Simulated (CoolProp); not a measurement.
Model: reference Helmholtz-energy equation of state, Thol 2012, in CoolProp.

**Question.** Give the vapour pressure (bar), liquid density (kg/m³), enthalpy of vaporisation (kJ/kg), surface tension (mN/m) of saturated benzene at 123.05, 164.35, 247.05 °C.

**Answer.** 
```csv
T (°C),p (bar),liquid density (kg/m³),enthalpy of vaporisation (kJ/kg),surface tension (mN/m)
123.05,3.23,763,360,15.8
164.35,7.72,710,323,11.1
247.05,28.7,567,211,2.81
```

Surface tension comes from a separate correlation (Mulero 2012).
